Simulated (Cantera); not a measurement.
Input (Python, Cantera):

```python
import numpy as np
import cantera as ct

gas = ct.Solution("gri30.yaml")
gas.TPX = 1925, 100000, {'CH4': 1, 'H2': 15}
reactor = ct.IdealGasConstPressureReactor(gas, energy="off", clone=False)
net = ct.ReactorNet([reactor])
net.rtol, net.atol = 1e-08, 1e-18
show = ['CH4', 'H2', 'C2H6', 'C2H2', 'C2H']
times = np.geomspace(5e-05, 10, 12)

steps = ct.SolutionArray(gas, extra=["t"])
rows = []
print(f"{'t/s':>10s}{'T/K':>9s}{'P/Pa':>11s}" + "".join(f"{s:>11s}" for s in show))
for t in times:
    while net.time < t:
        t_next = net.step()
        steps.append(gas.state, t=t_next)
    rows.append([np.interp(t, steps.t, y) for y in (steps.T, steps.P, *steps(*show).X.T)])
    print(f"{t:10.3e}{rows[-1][0]:9.1f}{rows[-1][1]:11.4g}" + "".join(f"{x:11.3e}" for x in rows[-1][2:]))
rate = np.gradient(steps.T, steps.t)
print("integrator steps:", len(steps.t))
if steps.T.max() > steps.T[0] + 200:
    print(f"time of steepest temperature rise: {steps.t[rate.argmax()]:.4e} s")
gas.TPX = 1925, 100000, {'CH4': 1, 'H2': 15}
gas.equilibrate("TP")
print(f"equilibrium (TP): T = {gas.T:.1f} K  " + "  ".join(f"{s} {gas[s].X[0]:.3e}" for s in show))
```

It prints:

```
       t/s      T/K       P/Pa        CH4         H2       C2H6       C2H2        C2H
 5.000e-05   1925.0      1e+05  6.134e-02  9.370e-01  1.821e-05  1.637e-05  1.715e-10
 1.517e-04   1925.0      1e+05  5.968e-02  9.376e-01  2.707e-05  4.684e-04  6.248e-09
 4.600e-04   1925.0      1e+05  5.539e-02  9.399e-01  2.352e-05  2.512e-03  3.367e-08
 1.395e-03   1925.0      1e+05  4.545e-02  9.452e-01  1.602e-05  7.324e-03  9.887e-08
 4.233e-03   1925.0      1e+05  2.938e-02  9.538e-01  6.847e-06  1.507e-02  2.060e-07
 1.284e-02   1925.0      1e+05  1.426e-02  9.620e-01  1.691e-06  2.232e-02  3.092e-07
 3.894e-02   1925.0      1e+05  6.187e-03  9.663e-01  3.756e-07  2.617e-02  3.658e-07
 1.181e-01   1925.0      1e+05  3.934e-03  9.675e-01  1.930e-07  2.724e-02  3.821e-07
 3.583e-01   1925.0      1e+05  3.817e-03  9.676e-01  1.858e-07  2.730e-02  3.829e-07
 1.087e+00   1925.0      1e+05  3.817e-03  9.676e-01  1.858e-07  2.730e-02  3.829e-07
 3.297e+00   1925.0      1e+05  3.817e-03  9.676e-01  1.858e-07  2.730e-02  3.829e-07
 1.000e+01   1925.0      1e+05  3.817e-03  9.676e-01  1.858e-07  2.730e-02  3.829e-07
integrator steps: 874
equilibrium (TP): T = 1925.0 K  CH4 3.817e-03  H2 9.676e-01  C2H6 1.858e-07  C2H2 2.730e-02  C2H 3.829e-07
```

Detailed kinetics in Cantera: GRI-Mech 3.0 (53 species, 325 reactions). GRI-Mech 3.0 stops at C3 and has no aromatics, soot or wall deposition, so with more carbon than oxygen in the feed, carbon stays in small species such as C2H2 where larger ones or solid carbon would form.
